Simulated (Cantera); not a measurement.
A closed system holds: 1 mol FeCl3, 0.83 mol H2O, 1.5 mol N2, held at 133 Pa.

Method: chemical equilibrium by Gibbs-energy minimisation in Cantera with the NASA 1993 tables (ideal gas, pure condensed phases). Candidate condensed phases: Fe, FeCl2, FeCl3, FeO, Fe(OH)2, Fe(OH)3, Fe2O3, Fe3O4, H2O, NH4Cl; 37 gas species. The tables' stoichiometric FeO is somewhat more stable than real wüstite, so its field is too wide. FeO: taken at fixed stoichiometry. Condensed phases not in the tables: FeOCl. Rates play no part.

Problem. What share of the Fe ends up in condensed phases as a function of T (°C), at 577, 677, 777, 877, 977, 1077, 1177, 1277, 1377, 1477, 1577?

Solution. 
```json
[
 {"T (°C)": "577", "Fe condensed (%)": "55.3", "as": "Fe2O3(s)"},
 {"T (°C)": "677", "Fe condensed (%)": "55.2", "as": "Fe2O3(s)"},
 {"T (°C)": "777", "Fe condensed (%)": "54.7", "as": "Fe2O3(s)"},
 {"T (°C)": "877", "Fe condensed (%)": "50.5", "as": "Fe2O3(s)"},
 {"T (°C)": "977", "Fe condensed (%)": "40.8", "as": "Fe2O3(s)"},
 {"T (°C)": "1077", "Fe condensed (%)": "33.6", "as": "Fe3O4(s)"},
 {"T (°C)": "1177", "Fe condensed (%)": "27.4", "as": "Fe3O4(s)"},
 {"T (°C)": "1277", "Fe condensed (%)": "20.7", "as": "Fe3O4(s)"},
 {"T (°C)": "1377", "Fe condensed (%)": "14.0", "as": "Fe3O4(s)"},
 {"T (°C)": "1477", "Fe condensed (%)": "7.9", "as": "Fe3O4(s)"},
 {"T (°C)": "1577", "Fe condensed (%)": "5.6", "as": "FeO(l)"}
]
```
